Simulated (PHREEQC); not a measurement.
**Metal-bearing waste water: an equilibrium model**

Dissolve 5.8 mmol/kgw CuSO4, 0.11 mmol/kgw ZnCl2, 0.32 mmol/kgw H2SO4 and 1.1 mmol/kgw NaCl at 25 °C. Closed to the air; pH follows from the charge balance.

All values are PHREEQC results (ion-association model, wateq4f.dat), not measurements.

No solid was allowed to form.

Problem. Estimate the pH, ionic strength.

Solution. pH 3.35; ionic strength 0.0195 mol/kgw.

Problem. In which forms is Cu present?

Solution. Cu+2 76 %, CuSO4 24 % of the Cu.

Complexes and solids missing from the database can't appear.
